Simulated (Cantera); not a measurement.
Silicon nitride deposition: trisilylamine + N2 + NH3

A closed system holds: 1 mol trisilylamine, 1.6 mol N2, a varied amount of NH3, equilibrated at 0.133 bar.

Equilibrium computed with Cantera from the NASA thermochemical tables; the gas is ideal and each condensed phase is pure. Candidate condensed phases: Si, Si3N4; 18 gas species. The feed counts by its element totals alone. Mutual solubility and eutectic melting of coexisting phases are not modelled. Equilibrium is a limit: real reactors are often held back by kinetics, nucleation or transport.

Stable condensed phases:

```
T in K \ n(NH3) in mol
         0.23  0.3 0.38 0.49 0.63 0.82    1  1.3  1.7  2.2  2.9  3.7  4.7
   2048     A    A    A    A    A    A    A    A    A    A    A    A    A
   1998     A    A    A    A    A    A    A    A    A    A    A    A    A
   1948     A    A    A    A    A    A    A    A    A    A    A    A    A
   1898     B    B    B    B    B    B    B    A    A    A    A    A    A
   1848     B    B    B    B    B    B    B    B    B    B    C    C    C
   1798     B    B    B    B    C    C    C    C    C    C    C    C    C
   1748     C    C    C    C    C    C    C    C    C    C    C    C    C
   1698     C    C    C    C    C    C    C    C    C    C    C    C    C
   1648     C    C    C    C    C    C    C    C    C    C    C    C    C
   1598     C    C    C    C    C    C    C    C    C    C    C    C    C
   1548     C    C    C    C    C    C    C    C    C    C    C    C    C
```

A: Si; B: Si + Si3N4; C: Si3N4.
